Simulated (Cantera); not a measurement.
## Premixed flame

A freely propagating, adiabatic, planar premixed flame of H2 : O2 : N2 = 1 : 0.746 : 2.81 (molar parts), unburnt at 498 K and 0.810 bar; mixture-averaged transport, grid criteria slope 0.08 and curve 0.16, no radiation.

Computed with Cantera and the H2/O2 subset of GRI-Mech 3.0, which has no nitrogen chemistry. Burning velocities carry a grid error of a few per cent, more on coarse grids. Lean hydrogen flames are cellular in practice and burn faster than this planar one.

```csv
z (mm),T (K),u (m/s),x H2,x O2,x H,x H2O,x H2O2,x HO2
-1.59,498,3.34,0.219,0.164,<1e-8,<1e-8,<1e-8,<1e-8
-1.06,498,3.34,0.219,0.164,<1e-8,<1e-8,<1e-8,<1e-8
-0.793,498,3.34,0.219,0.164,<1e-8,5.15e-8,<1e-8,<1e-8
-0.529,498,3.34,0.219,0.164,<1e-8,2.32e-6,1.51e-8,6.07e-7
-0.264,525,3.47,0.207,0.166,4.60e-5,0.00137,1.13e-5,0.000222
-0.132,753,4.84,0.168,0.161,0.00278,0.0233,3.00e-5,0.000214
0,1143,7.14,0.0947,0.130,0.0160,0.0931,7.75e-6,9.76e-5
0.132,1430,8.86,0.0369,0.0875,0.0252,0.167,4.18e-6,5.32e-5
0.264,1582,9.75,0.0200,0.0712,0.0226,0.194,2.32e-6,3.63e-5
0.529,1735,10.6,0.0147,0.0652,0.0150,0.207,1.13e-6,2.50e-5
1.06,1872,11.4,0.0109,0.0626,0.00792,0.218,5.93e-7,1.62e-5
2.11,1979,11.9,0.00668,0.0612,0.00334,0.227,3.51e-7,9.41e-6
4.23,2050,12.3,0.00336,0.0608,0.00109,0.235,2.24e-7,5.07e-6
```
x: mole fraction of selected species; z is measured from the peak of heat release.

- laminar burning velocity: 334 cm/s
- thermal thickness: 0.529 mm
- peak x(H): 0.0253
- peak x(H2O2): 3.18e-5
- peak x(HO2): 0.000312
- grid points: 108
